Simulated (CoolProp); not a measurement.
Vapour-liquid equilibrium of isohexane (1) + benzene (2) at 0.0296 MPa; x and y are mole fractions of (1).

Model: multi-fluid Helmholtz-energy mixture model, Lemmon 2006 and Thol 2012; pair parameters Bell 2016, in CoolProp.

**Question.** Give the bubble temperature and the first vapour's composition at x = 0.05, 0.2, 0.8. Is there an azeotrope?

**Answer.** x = 0.05: 41.4 °C, y = 0.166; x = 0.2: 35.5 °C, y = 0.430; x = 0.8: 27.5 °C, y = 0.857. No azeotrope shows between x = 0.05 and 0.95.

Pair parameters are fitted to limited data, so mixtures are less certain than the pure fluids.
